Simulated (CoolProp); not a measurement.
Properties of R1233zd(E) along the isotherm 16.15 °C (Tc = 165.7 °C, pc = 3.583 MPa, ω = 0.304).

Computed with CoolProp (reference Helmholtz-energy equation of state, Akasaka 2022).

```csv
p (MPa),phase,density (kg/m³),cp (kJ/(kg K)),cv (kJ/(kg K)),expansivity (1/kK)
0.017,gas,0.9287,0.7660,0.7002,3.537
0.0249,gas,1.365,0.7677,0.7009,3.576
0.0366,gas,2.016,0.7703,0.7019,3.635
0.0537,gas,2.979,0.7742,0.7035,3.724
0.0789,gas,4.425,0.7804,0.7059,3.864
0.116,liquid,1284,1.168,0.8099,1.842
0.17,liquid,1284,1.168,0.8099,1.840
0.249,liquid,1284,1.167,0.8099,1.838
0.366,liquid,1285,1.167,0.8099,1.835
0.537,liquid,1285,1.167,0.8099,1.830
0.789,liquid,1286,1.166,0.8100,1.823
1.16,liquid,1287,1.165,0.8100,1.814
1.7,liquid,1288,1.163,0.8101,1.800
2.49,liquid,1290,1.162,0.8102,1.780
3.66,liquid,1293,1.159,0.8104,1.752
5.37,liquid,1298,1.155,0.8107,1.713
```
